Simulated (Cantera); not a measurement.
A perfectly stirred reactor is fed with CH4 : H2 = 0.014 : 1 (molar parts), at 0.0390 bar; it is held at 1875 K, and followed from long to short residence time.

Model: GRI-Mech 3.0 (53 species, 325 reactions), integrated in Cantera. GRI-Mech 3.0 stops at C3 and has no aromatics, soot or wall deposition, so with more carbon than oxygen in the feed, carbon stays in small species such as C2H2 where larger ones or solid carbon would form. Radical loss at walls, strong at low pressure, is not modelled.

```
quantity                  before     after
----------------------  --------  --------
x(CH4) at τ = 12.0 s    0.000869    0.0137
x(H2) at τ = 12.0 s        0.989     0.986
x(C2H4) at τ = 12.0 s    3.62e-6   4.43e-6
x(CH2) at τ = 12.0 s     2.22e-7  4.42e-11
x(C2H2) at τ = 12.0 s    0.00634   4.97e-5
x(CH4) at τ = 0.340 s    0.00477    0.0138
x(H2) at τ = 0.340 s       0.988     0.986
x(C2H4) at τ = 0.340 s   6.59e-6   2.42e-7
x(CH2) at τ = 0.340 s    9.31e-7  1.19e-11
x(C2H2) at τ = 0.340 s   0.00430   8.61e-8
```

Task: What was changed between the two runs?
A. temperature 1875 to 1373 K
B. temperature 1875 to 1775 K
C. temperature 1875 to 1298 K
D. temperature 1875 to 1250 K

Result: A, temperature 1875 to 1373 K
